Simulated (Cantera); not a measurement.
Input (Python, Cantera) and output of one run.

```python
import numpy as np
import cantera as ct

gas_names = """

""".split()
cond_names = """
    Ni(cr) Ni(L) S(cr1) S(cr2) S(L) NiS(b) NiS(a) NiS(L) Ni3S4(s) NiS2(s) NiS2(L)
""".split()


# ... load() reads the species with a 1 bar reference pressure and builds the phases ...
species = {s.name: s for s in load("nasa_gas.yaml", gas_names) + load("nasa_condensed.yaml", cond_names)}
# Each term lists the table entries of one substance; the one whose range holds T is used.
reactions = {
    'Ni + S = NiS':
        [(-1, ['Ni(cr)', 'Ni(L)']), (-1, ['S(cr1)', 'S(cr2)', 'S(L)']), (1, ['NiS(b)', 'NiS(a)', 'NiS(L)'])],
    'Ni3S4 = 2 NiS + NiS2':
        [(-1, ['Ni3S4(s)']), (2, ['NiS(b)', 'NiS(a)', 'NiS(L)']), (1, ['NiS2(s)', 'NiS2(L)'])],
}


def pick(names, T):
    return next(species[n] for n in names if species[n].thermo.min_temp <= T <= species[n].thermo.max_temp)


results = []
for label, terms in reactions.items():
    print(label)
    print("     T/K   dH/kJ  dS/(J/K)   dG/kJ   log10 K")
    for T in [350, 375, 400, 425, 450, 475, 500, 525, 550]:
        used = [(nu, pick(names, T)) for nu, names in terms]
        dH = sum(nu * s.thermo.h(T) for nu, s in used) / 1e6
        dS = sum(nu * s.thermo.s(T) for nu, s in used) / 1e3
        dG = dH - T * dS / 1e3
        logK = -dG * 1e6 / (ct.gas_constant * T * np.log(10))
        results.append((label, T, dH, dS, dG, logK, [s.name for _, s in used]))
        print(f"{T:8g} {dH:8.1f} {dS:8.1f} {dG:8.1f} {logK:8.2f}")
```

Output:

```
Ni + S = NiS
     T/K   dH/kJ  dS/(J/K)   dG/kJ   log10 K
     350    -88.0     -9.3    -84.7    12.64
     375    -88.4    -10.6    -84.5    11.77
     400    -90.3    -15.4    -84.2    10.99
     425    -90.7    -16.3    -83.8    10.30
     450    -91.1    -17.3    -83.4     9.68
     475    -91.6    -18.2    -82.9     9.12
     500    -92.0    -19.2    -82.4     8.61
     525    -92.5    -20.1    -81.9     8.15
     550    -92.9    -20.9    -81.4     7.73
Ni3S4 = 2 NiS + NiS2
     T/K   dH/kJ  dS/(J/K)   dG/kJ   log10 K
     350     -6.1     -8.7     -3.0     0.45
     375     -6.1     -9.0     -2.8     0.39
     400     -6.3     -9.3     -2.6     0.33
     425     -6.4     -9.7     -2.3     0.28
     450     -6.6    -10.1     -2.1     0.24
     475     -6.9    -10.7     -1.8     0.20
     500     -7.2    -11.3     -1.5     0.16
     525     -7.5    -12.0     -1.2     0.12
     550     -7.9    -12.7     -0.9     0.09
```

Cantera with NASA thermochemical tables; ideal gases at 1 bar, condensed phases pure. Condensed species are held in their standard states even where they would react or evaporate.
